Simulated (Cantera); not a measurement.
A closed system holds: 1 mol Fe(CO)5, 6.2 mol CO, 9.4 mol N2, equilibrated at 927 °C and 0.100 bar.

Cantera equilibrium calculation (NASA polynomials, part measured and part estimated; ideal gas, pure solids and liquids). Candidate condensed phases: C, Fe, Fe(CO)5, FeO, Fe2O3, Fe3O4; 27 gas species. Condensed phases not in the tables: cementite and carbon dissolved in iron. Rates play no part.

Base state: CO 0.543, N2 0.457, CO2 0.000557 (mole fractions); condensed: C(graphite) + Fe(γ).

Task: What changes in the equilibrium state with this change: N2 from 9.4 to 0.52 mol?

Result: 
```json
[
 {"species": "CO", "before": "0.543", "after": "0.954"},
 {"species": "N2", "before": "0.457", "after": "0.0444"},
 {"species": "CO2", "before": "0.000557", "after": "0.00172"},
 {"species": "C(graphite), mol", "before": "0.0115", "after": "0.0201"},
 {"species": "Fe(γ), mol", "before": "1.00", "after": "1.00"}
]
```
